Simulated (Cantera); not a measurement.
Thermodynamics of metals in furnace atmospheres, feed Cu + O2 + H2

Input: 1 mol Cu, 0.0062 mol O2, 17 mol H2, equilibrated at 100 Torr.

Method: chemical equilibrium by Gibbs-energy minimisation in Cantera with the NASA 1993 tables (ideal gas, pure condensed phases). Candidate condensed phases: Cu, CuO, Cu(OH)2, Cu2O, H2O; 12 gas species. The numbers say what is thermodynamically allowed, not how fast it happens.

```tsv
T (°C)	x H2	x Cu	x H	x H2O	x Cu2	x OH	n Cu(l)
1402	0.998	0.000856	0.000318	0.000729	9.14e-7	1.12e-8	0.985
1427	0.998	0.00119	0.000403	0.000728	1.44e-6	1.52e-8	0.980
1452	0.997	0.00164	0.000508	0.000728	2.24e-6	2.04e-8	0.972
1477	0.996	0.00224	0.000636	0.000728	3.44e-6	2.72e-8	0.962
1502	0.995	0.00303	0.000791	0.000727	5.20e-6	3.60e-8	0.948
1527	0.994	0.00406	0.000978	0.000726	7.79e-6	4.72e-8	0.930
1552	0.993	0.00540	0.00120	0.000725	1.15e-5	6.14e-8	0.907
1577	0.991	0.00712	0.00147	0.000724	1.68e-5	7.92e-8	0.877
1602	0.988	0.00933	0.00178	0.000722	2.44e-5	1.02e-7	0.839
```
x: gas mole fraction; n: condensed amount in mol.

From 1402 °C to 1602 °C the condensed part is Cu(l). The main Cu-bearing gas is Cu throughout. The share of Cu in condensed phases is highest at 1402 °C (98.5 %) and lowest at 1602 °C (83.9 %).
